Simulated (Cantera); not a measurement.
Input: 1 mol Cu, 0.012 mol H2O, 6.3 mol CO, held at 1152 °C and 1 atm.

Equilibrium computed with Cantera from the NASA thermochemical tables; the gas is ideal and each condensed phase is pure. Candidate condensed phases: C, C6H6, C7H8, C8H18, Cu, CuO, Cu(OH)2, Cu2O, H2O; 113 gas species. The numbers say what is thermodynamically allowed, not how fast it happens.

Base state: CO 0.996, CO2 0.00189, H2 0.00189 (mole fractions); condensed: Cu(l).

Task: What changes in the equilibrium state with this change: temperature from 1152 °C to 852 °C?

Result: 
| species | before | after |
|---|---|---|
| CO | 0.996 | 0.945 |
| CO2 | 0.00189 | 0.0529 |
| H2 | 0.00189 | 0.00188 |
| H2O | 8.18e-6 | 0.000116 |
| Cu(l), mol | 1.000 | 0 |
| C(graphite), mol | 0 | 0.306 |
| Cu(s), mol | 0 | 1.00 |

Task: What changes in the equilibrium state with this change: pressure from 1 atm to 3000 Torr?

Result: 
```tsv
species	before	after
CO	0.996	0.993
CO2	0.00189	0.00527
H2	0.00189	0.00188
H2O	8.18e-6	2.27e-5
Cu(l), mol	1.000	1.000
C(graphite), mol	0	0.0213
```

Task: What changes in the equilibrium state with this change: Cu replaced by Si?

Result: 
| species | before | after |
|---|---|---|
| CO | 0.996 | 0.996 |
| H2 | 0.00189 | 0.00277 |
| CO2 | 0.00189 | 0.00134 |
| Cu(l), mol | 1.000 | 0 |
| C(graphite), mol | 0 | 1.99 |
| SiO2(β-quartz), mol | 0 | 1.00 |
The tables hold silica as quartz up to 1696 K and as liquid above; real silica turns to tridymite and cristobalite and melts near 1996 K. Further candidate phases: Si, SiC, SiO2.
